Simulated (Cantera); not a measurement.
**Low-pressure radical oxidation in H2/O2**

An isothermal, constant-pressure homogeneous reactor starts with H₂ : O₂ = 0.25 : 1 (molar parts), at 923 K and 0.0132 atm.

Computed with Cantera and GRI-Mech 3.0 (53 species, 325 reactions). Radical loss at walls, strong at low pressure, is not modelled. Below about 950 K walls govern HO2 and H2O2 in real vessels. The temperature is held fixed by assumption; the heat of reaction is taken as removed at once.

```
t (s)         x H₂   x O₂     x H₂O    x H₂O₂       x H     x HO₂
--------  --------  -----  --------  --------  --------  --------
9.00e-6      0.200  0.800    <1e-12    <1e-12  1.40e-12  1.42e-12
3.48e-5      0.200  0.800    <1e-12    <1e-12  5.28e-12  5.51e-12
0.000134     0.200  0.800  3.65e-12    <1e-12  2.08e-11  2.14e-11
0.000520     0.200  0.800  1.22e-10    <1e-12  1.44e-10  8.56e-11
0.00201      0.200  0.800   3.73e-8    <1e-12   2.54e-8   1.24e-9
0.00776     0.0420  0.740     0.127   4.08e-7    0.0661   1.66e-5
0.0300    0.000889  0.777     0.221   4.74e-7  0.000249   1.21e-5
0.116      7.87e-5  0.778     0.222   2.09e-7   2.96e-6   2.34e-6
0.448      6.08e-6  0.778     0.222   7.11e-8   8.73e-8   3.15e-7
1.73       3.01e-7  0.778     0.222   2.22e-8   3.56e-9   4.10e-8
6.69       2.07e-8  0.778     0.222   7.13e-9  2.47e-10   7.35e-9
25.9       3.55e-9  0.778     0.222   2.35e-9  2.43e-11   1.67e-9
100       7.70e-10  0.778     0.222  7.37e-10  2.73e-12  4.49e-10
```
x: mole fraction; the columns are a selection and need not sum to one.

Equilibrium at this temperature and pressure: H₂ 1.60e-11, O₂ 0.778, H₂O 0.222, H₂O₂ 2.19e-11, H <1e-12, HO₂ 3.32e-10 (gas phase only).
